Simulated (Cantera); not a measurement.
Mixture: CH₄ : O₂ : N₂ = 1 : 2.86 : 10.7 (molar parts), equivalence ratio 0.70, at 960000 Pa, adiabatic and at constant pressure. Ignition delay is the time to a rise of 400 K.

Model: GRI-Mech 3.0 (53 species, 325 reactions), integrated in Cantera.

**Question.** At T0 = 1425 K, what is the delay, and which 7 reactions control it most (d ln τ / d ln k, from doubling and halving each rate constant)?

**Answer.** The delay is 0.346 ms.
```json
[
 {"reaction": "2 CH3 (+M) <=> C2H6 (+M)", "d ln τ / d ln k": "0.49", "faster rate": "lengthens it"},
 {"reaction": "CH3 + O2 <=> CH3O + O", "d ln τ / d ln k": "-0.44", "faster rate": "shortens it"},
 {"reaction": "CH3 + HO2 <=> CH3O + OH", "d ln τ / d ln k": "-0.34", "faster rate": "shortens it"},
 {"reaction": "H + O2 <=> O + OH", "d ln τ / d ln k": "-0.28", "faster rate": "shortens it"},
 {"reaction": "CH4 + H <=> CH3 + H2", "d ln τ / d ln k": "0.23", "faster rate": "lengthens it"},
 {"reaction": "CH3 + O2 <=> CH2O + OH", "d ln τ / d ln k": "-0.23", "faster rate": "shortens it"},
 {"reaction": "CH2O + O2 <=> HCO + HO2", "d ln τ / d ln k": "-0.21", "faster rate": "shortens it"}
]
```
